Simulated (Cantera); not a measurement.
What does this Cantera script print?

```python
import numpy as np
import cantera as ct

gas_names = """
    F FO FO2 F2 F2O H HF HNO HNO2 HNO3 HOF HO2 H2 H2F2 H2O H2O2 H3F3 H4F4 H5F5 H6F6 H7F7 N NF NF2 NF3 NH
    NH2 NH3 NH2OH NO NO2 NO3 N2 N2H2 N2H4 N2O O OH O2 O3 Si SiF SiF2 SiF3 SiF4 SiH SiHF3 SiH2 SiH2F2
    SiH3 SiH3F SiH4 SiN SiO SiO2 Si2 Si2N Si3
""".split()
cond_names = """
    H2O(s) H2O(L) Si(cr) Si(L) SiO2(Lqz) SiO2(hqz) SiO2(L) Si2N2O(s) Si3N4(a)
""".split()


def load(file, names, dense=False):
    # The tables refer to 1 bar. Condensed volumes are neglected.
    table = {s.name: s for s in ct.Species.list_from_file(file)}
    out = []
    for n in names:
        d = dict(table[n].input_data)
        d["thermo"] = dict(d["thermo"], **{"reference-pressure": 1e5})
        if dense:
            d["equation-of-state"] = {"model": "constant-volume", "density": "1e6 g/cm^3"}
        out.append(ct.Species.from_dict(d))
    return out


gas = ct.Solution(thermo="ideal-gas", species=load("nasa_gas.yaml", gas_names))
cond = {s.name: ct.Solution(thermo="fixed-stoichiometry", species=[s], name=s.name)
        for s in load("nasa_condensed.yaml", cond_names, dense=True)}
atoms = {
    'SiF4': {'Si': 1, 'F': 4},
    'N2O': {'N': 2, 'O': 1},
    'H2': {'H': 2},
}
top_T = {'Si2N2O(s)': 2100, 'Si3N4(a)': 2400}  # K; cautious upper limits of use, not melting points


def equilibrate(T, P, feed):
    n = {}
    for name, mol in feed.items():
        for a, k in atoms[name].items():
            n[a] = n.get(a, 0.0) + k * mol
    gas.TPX = T, P, n
    mass = sum(n.values()) * gas.mean_molecular_weight
    gas.equilibrate("TP")
    valid = [c for c in cond.values() if c.min_temp <= T <= top_T.get(c.name, c.max_temp)]
    mix = ct.Mixture([(gas, mass / gas.mean_molecular_weight)] + [(c, 0.0) for c in valid])
    mix.T, mix.P = T, P
    mix.equilibrate("TP", solver="vcs", rtol=1e-11, max_steps=5000)
    return mix


results = []
T = 1700  # K
P = 10000  # Pa
for m in [5.6, 15, 24, 34, 43, 53, 62, 72, 81, 91]:
    feed = {'SiF4': 1, 'N2O': 0.54, 'H2': m}  # mol
    mix = equilibrate(T, P, feed)
    results.append((T, P, feed, dict(zip(mix.species_names, mix.species_moles))))

top = {s: max(r[3][s] / sum(r[3][g] for g in gas_names) for r in results) for s in gas_names}
cols = sorted((s for s in top if top[s] > 1e-06), key=lambda s: -top[s])[:8]
seen = [c for c in cond_names if any(r[3].get(c, 0) > 1e-12 for r in results)]
print("log10 of partial pressures in bar; condensed amounts in mol")
print(f"{'n(H2)':>10s}" + "".join(f"{s[:9]:>10s}" for s in cols + seen))
for T, P, feed, n in results:
    ng = sum(n[g] for g in gas_names)
    print(f"{feed['H2']:10.4g}" + "".join(f"{np.log10(max(n[s] / ng * P / 1e5, 1e-99)):10.3f}" for s in cols)
          + "".join(f"{n.get(c, 0):10.4g}" for c in seen))
```

Result:

```
log10 of partial pressures in bar; condensed amounts in mol
     n(H2)        H2        HF      SiF4        N2       SiO      SiF3       H2O     SiHF3   SiO2(L)
       5.6    -1.170    -1.833    -2.031    -2.138    -4.234    -3.254    -3.495    -4.127    0.2559
        15    -1.071    -2.144    -2.435    -2.495    -3.715    -3.298    -3.915    -4.121    0.2434
        24    -1.048    -2.287    -2.663    -2.682    -3.520    -3.371    -4.087    -4.183    0.2201
        34    -1.036    -2.384    -2.849    -2.825    -3.407    -3.455    -4.188    -4.260    0.1876
        43    -1.030    -2.445    -2.984    -2.923    -3.348    -3.526    -4.241    -4.329    0.1556
        53    -1.026    -2.495    -3.111    -3.010    -3.306    -3.601    -4.279    -4.402    0.1188
        62    -1.024    -2.532    -3.212    -3.077    -3.282    -3.664    -4.301    -4.464   0.08551
        72    -1.021    -2.565    -3.314    -3.140    -3.263    -3.731    -4.317    -4.530   0.04877
        81    -1.020    -2.591    -3.398    -3.190    -3.252    -3.789    -4.327    -4.587   0.01622
        91    -1.018    -2.625    -3.477    -3.239    -3.270    -3.834    -4.401    -4.631         0
```

Cantera equilibrium calculation (NASA polynomials, part measured and part estimated; ideal gas, pure solids and liquids). The tables' values for SiF3, SiF2 are old estimates; treat these amounts as uncertain. The tables hold silica as quartz up to 1696 K and as liquid above; real silica turns to tridymite and cristobalite and melts near 1996 K.
